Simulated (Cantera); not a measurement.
## Ignition delay

Mixture: CH₄ : C₂H₆ : O₂ : N₂ : CO₂ = 1 : 0.27 : 7.36 : 27.7 : 4.5 (molar parts), equivalence ratio 0.40, at 0.540 bar, adiabatic and at constant pressure. Ignition delay is the time to a rise of 400 K.

Computed with Cantera and GRI-Mech 3.0 (53 species, 325 reactions). Where the delays flatten at high temperature, the 400 K rule measures the pace of heat release, not the induction time.

```
T0 (K)  delay (ms)
------  ----------
1150          8.27
1200          3.74
1250          1.95
1300          1.14
1350         0.724
1400         0.502
1450         0.375
1500         0.304
1550         0.267
```
